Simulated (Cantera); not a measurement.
Mixture: 4.32 % CH4, 20.1 % O2, 75.6 % N2, at 1.00 bar, adiabatic and at constant pressure. Ignition delay is the time to a rise of 400 K.

Cantera simulation using GRI-Mech 3.0 (53 species, 325 reactions); the numbers are that mechanism's predictions, not measurements.

### Question
Predict: delay at 1098 K; delay at 1173 K; delay at 1248 K; delay at 1323 K; delay at 1398 K; delay at 1473 K; delay at 1548 K; apparent activation energy between 1398 and 1548 K.

### Answer
```
Property                                                 Value
--------------------------------------------------  ----------
delay at 1098 K                                        0.138 s
delay at 1173 K                                        43.7 ms
delay at 1248 K                                        15.1 ms
delay at 1323 K                                        5.78 ms
delay at 1398 K                                        2.44 ms
delay at 1473 K                                        1.15 ms
delay at 1548 K                                       0.595 ms
apparent activation energy between 1398 and 1548 K  170 kJ/mol
```
